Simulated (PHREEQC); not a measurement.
Synthetic water in mg/L, 25 °C, pH 6.87, pe 10.7: Na 0.449; K 0.0437; Ca 0.187; Mg 0.0541; Cl 0.523; S(6) as SO4 0.135; Alkalinity as HCO3 1.01; Cu(2) 0.0119; N(5) as NO3 0.00115; Li 0.00131; Br 0.0315.

Cl is adjusted to close the charge balance.
Valence states are taken as typed.

Model: ion-association model, phreeqc.dat, run in PHREEQC.

This is a speciation only: nothing precipitates in the calculation.

**Question.** Order these Cu species by the share of Cu that they hold, largest first: Cu(OH)2, Cu+2, CuOH+, CuCO3, CuHCO3+.

**Answer.** Cu(OH)2 (50 %), Cu+2 (45 %), CuOH+ (3.3 %), CuCO3 (1.3 %), CuHCO3+ (0.36 %)

The pH is 6.87 and the ionic strength 4.33e-5 mol/kgw. The database's constant for dissolved Cu(OH)2 is higher than later reviews accept.
